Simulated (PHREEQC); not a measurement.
0.015 g of hydrous ferric oxide (600 m²/g; 0.2 weak and 0.005 strong sites per Fe, Dzombak-Morel constants, diffuse double layer) in 1 kg of water with 0.05 mol/kgw of an inert sodium salt and 2.6e-07 mol/kgw CuCl2, at 25 °C; the pH is set by adding NaOH or the inert anion's acid. O2 is buffered at 0.21 atm. The system is closed to CO2. Nothing may precipitate in this run.

The numbers come from PHREEQC with the ion-association model, wateq4f.dat.

Problem. Predict surface charge σ (C/m²), surface potential ψ (mV) at pH = 5.5, 6, 8, 8.5, 9.5.

Solution. 
```json
[
 {"pH": "5.5", "surface charge σ (C/m²)": "0.130", "surface potential ψ (mV)": "118"},
 {"pH": "6", "surface charge σ (C/m²)": "0.089", "surface potential ψ (mV)": "100"},
 {"pH": "8", "surface charge σ (C/m²)": "0.003", "surface potential ψ (mV)": "6"},
 {"pH": "8.5", "surface charge σ (C/m²)": "-0.010", "surface potential ψ (mV)": "-19"},
 {"pH": "9.5", "surface charge σ (C/m²)": "-0.046", "surface potential ψ (mV)": "-68"}
]
```

The database's constant for dissolved Cu(OH)2 is higher than later reviews accept.
